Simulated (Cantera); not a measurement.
Input: 1 mol Fe(CO)5, 0.11 mol CO, 4.8 mol H2, equilibrated at 620000 Pa.

Points: T (K) = 975, 1025, 1075, 1125, 1175, 1225, 1275, 1325, 1375, 1425.

Cantera's Mixture.equilibrate('TP', solver="vcs", rtol=1e-11, max_steps=5000) on the NASA tables stopped like this:

```
ERROR: FAILURE its = 5001!

*******************************************************************************
CanteraError thrown by MultiPhase::equilibrate:
VCS solver failed. Return code: -1
*******************************************************************************
```

What got this run through?

One answer among several that fit: The failure is numerical, not chemical. The same input converged with solver="gibbs", rtol=1e-10, max_steps=50000, and the result passed a check of the equilibrium conditions:
```
log10 of partial pressures in bar; condensed amounts in mol
       T/K        CO        H2       H2O       CO2       CH4     C(gr)     Fe(a)     Fe(c)    FeO(s)
       975    -0.005     0.357     0.130    -0.028    -0.187     2.598         0         0         1
      1025     0.160     0.409    -0.007    -0.143    -0.315     2.296         0         0         1
      1075     0.279     0.445    -0.174    -0.308    -0.456     1.938         0         0         1
      1125     0.404     0.424    -0.364    -0.425    -0.692    0.8313         1         0         0
      1175     0.450     0.439    -0.570    -0.666    -0.839     0.493         1         0         0
      1225     0.476     0.450    -0.781    -0.921    -0.982    0.2728         0         1         0
      1275     0.490     0.457    -0.986    -1.175    -1.118    0.1442         0         1         0
      1325     0.497     0.463    -1.184    -1.420    -1.248   0.07319         0         1         0
      1375     0.500     0.466    -1.370    -1.652    -1.370   0.03493         0         1         0
      1425     0.502     0.469    -1.546    -1.870    -1.486   0.01454         0         1         0
```

The gas is ideal and each condensed phase is pure. Iron dissolves carbon and melts from about 1420 K in contact with it, which pure phases cannot show. The tables' stoichiometric FeO is somewhat more stable than real wüstite, so its field is too wide. FeO: taken at fixed stoichiometry. Condensed phases not in the tables: cementite and carbon dissolved in iron.
